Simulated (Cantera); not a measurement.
Mixture: H₂ : O₂ : N₂ = 1 : 0.455 : 1.71 (molar parts), at 5.82 atm, adiabatic and at constant volume. Ignition delay is the time to a rise of 400 K.

Cantera simulation using the H2/O2 subset of GRI-Mech 3.0, which has no nitrogen chemistry; the numbers are that mechanism's predictions, not measurements. The hydrogen kinetics of GRI-Mech 3.0 are dated; newer H2 mechanisms differ, most at raised pressure.

Question: At T0 = 1598 K, what is the delay, and which 8 reactions control it most (d ln τ / d ln k, from doubling and halving each rate constant)?

Answer: The delay is 1.69 µs.
```tsv
reaction	d ln τ / d ln k	faster rate
H + O2 <=> O + OH	-0.65	shortens it
H2 + O <=> H + OH	-0.14	shortens it
H2 + OH <=> H + H2O	-0.10	shortens it
H + HO2 <=> H2 + O2	-0.07	shortens it
H + O2 + H2O <=> HO2 + H2O	-0.03	shortens it
H + HO2 <=> 2 OH	-0.01	shortens it
H + O2 + M <=> HO2 + M	0.01	lengthens it
H + OH + M <=> H2O + M	-0.01	shortens it
```
